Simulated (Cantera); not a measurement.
Input: 1 mol CH₃SiCl₃, 0.11 mol CH₄, 3 mol H₂, at 2673 K and 0.980 bar.

Method: chemical equilibrium by Gibbs-energy minimisation in Cantera with the NASA 1993 tables (ideal gas, pure condensed phases). Candidate condensed phases: C, C₆H₆, C₇H₈, C₈H₁₈, Si, SiC; 109 gas species. The feed counts by its element totals alone. The tables' values for SiCl, SiCl₃ are old estimates; treat these amounts as uncertain. Gases not in the tables: Si₂H₆ and higher silanes. Rates play no part.

### Question
What is the equilibrium state?

### Answer
| Item | Value |
|---|---|
| x(H₂) | 0.550 |
| x(HCl) | 0.296 |
| x(SiCl₂) | 0.0720 |
| x(H) | 0.0384 |
| x(Cl) | 0.0144 |
| x(C₂H₂ (acetylene)) | 0.0117 |
| x(SiCl) | 0.00584 |
| x(Si) | 0.00569 |
| x(SiC₂) | 0.00234 |
| n(C(graphite)) | 0.501 mol |
| n(SiC(s)) | 0.412 mol |
| gas amount | 6.469 mol |
| log10 activity of Si(l) (absent) | -0.46 |
